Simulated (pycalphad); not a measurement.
Computed with pycalphad from the COST 507 light-alloy database (1999), at 1 atm. These are 1990s assessments: newer ones move some temperatures and phases. Phase fractions are per mole of atoms.

Q: Give the equilibrium state of Si-51.34Cu (wt.%) at 577 °C.

A: 
```
T = 850.00 K, P = 101325 Pa, N = 1 mol of atoms
G = -29434 J/mol, H = 14533 J/mol, S = 51.73 J/(mol K)  (SER reference)
chemical potentials (J/mol): Si -23592, Cu -41963
phase             fraction      x(Si)      x(Cu)
DIAMOND_A4          0.5816     1.0000       none
CU19SI6_ETA         0.4184     0.2400     0.7600
```

Q: Give the equilibrium state of Si-51.34Cu (wt.%) at 1177 °C.

A: LIQUID, fraction 0.882, with 56.1 Cu wt.%; DIAMOND_A4, fraction 0.118, with no Cu wt.%.

Database names, with the compositions (at.%) that they take in these runs: CU19SI6_ETA: Cu 76 Si 24. DIAMOND_A4 is diamond (Si). An entry "none" or "no" means that the model of the phase leaves that element out.
